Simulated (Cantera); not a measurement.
What does this Cantera script print?

```python
import numpy as np
import cantera as ct

gas = ct.Solution("gri30.yaml")


def delay(T, t_max=10):
    gas.TPX = T, 101325, {'CH4': 1, 'O2': 0.909, 'N2': 3.42, 'CO2': 0.6}
    reactor = ct.IdealGasConstPressureReactor(gas, clone=False)
    net = ct.ReactorNet([reactor])
    net.rtol, net.atol = 1e-8, 1e-16
    while net.time < t_max:
        t_old, T_old = net.time, reactor.T
        net.step()
        if reactor.T > T + 400:  # ignition: a rise of 400 K
            return t_old + (T + 400 - T_old) / (reactor.T - T_old) * (net.time - t_old)
    return np.nan


taus = []
for T in [1100, 1150, 1200, 1250, 1300, 1350, 1400]:
    taus.append(delay(T))
    print(f"T0 = {T:6g} K   tau = {taus[-1]:.4e} s")
```

It prints:

```
T0 =   1100 K   tau = 3.7826e-01 s
T0 =   1150 K   tau = 1.7594e-01 s
T0 =   1200 K   tau = 8.5131e-02 s
T0 =   1250 K   tau = 4.2623e-02 s
T0 =   1300 K   tau = 2.1966e-02 s
T0 =   1350 K   tau = 1.1610e-02 s
T0 =   1400 K   tau = 6.2870e-03 s
```

Model: GRI-Mech 3.0 (53 species, 325 reactions), integrated in Cantera.
